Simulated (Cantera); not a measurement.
A closed system holds: 1 mol CH₃SiCl₃, 1.4 mol C₂H₂, 37 mol H₂, equilibrated at 1.00 bar.

These are equilibrium values from Cantera (NASA tables, ideal gas, pure condensed phases), not measurements of a reactor. Candidate condensed phases: C, C₆H₆, C₇H₈, C₈H₁₈, Si, SiC; 109 gas species. The feed counts by its element totals alone. Gases not in the tables: Si₂H₆ and higher silanes. The numbers say what is thermodynamically allowed, not how fast it happens.

Q: What share of the Si ends up in condensed phases as a function of T (K), at 1523, 1598, 1673, 1748, 1823, 1898, 1973, 2048, 2123, 2198, 2273?

A: 
```csv
T (K),Si condensed (%),as
1523,99.2,SiC(s)
1598,99.0,SiC(s)
1673,98.8,SiC(s)
1748,98.5,SiC(s)
1823,98.1,SiC(s)
1898,97.6,SiC(s)
1973,97.1,SiC(s)
2048,96.5,SiC(s)
2123,95.8,SiC(s)
2198,94.9,SiC(s)
2273,93.6,SiC(s)
```
